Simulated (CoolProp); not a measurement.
Saturation properties of ethane (Tc = 32.2 °C, pc = 48.72 bar, ω = 0.099).

Values from CoolProp's reference Helmholtz-energy equation of state, Bücker 2006.

```
T (°C)     p (bar)  enthalpy of vaporisation (kJ/kg)    vapour Z  liquid conductivity (mW/(m K))
------  ----------  --------------------------------  ----------  ------------------------------
-40.75       7.585                             412.0      0.8610                             124
-33.85       9.460                             397.4  (withheld)                      (withheld)
-27.05       11.62                             381.9      0.8131                             112
-20.15       14.16                             364.7      0.7852                             107
-13.25  (withheld)                             345.7      0.7545                             101
-6.45        20.35                             324.8      0.7209                            95.9
0.45         24.13                             300.9      0.6829                            90.5
7.35         28.39                             273.3      0.6397                            85.0
14.15        33.12                             240.9      0.5902                            79.7
21.05        38.52                             199.2      0.5286                            74.4
```

Problem. Complete the blanks.

Solution. 
- -33.85, vapour Z: 0.8380
- -33.85, liquid conductivity (mW/(m K)): 118
- -13.25, p (bar): 17.07

It boils at -88.6 °C under 1 atm.

Thermal conductivity comes from a separate model (Friend 1991).
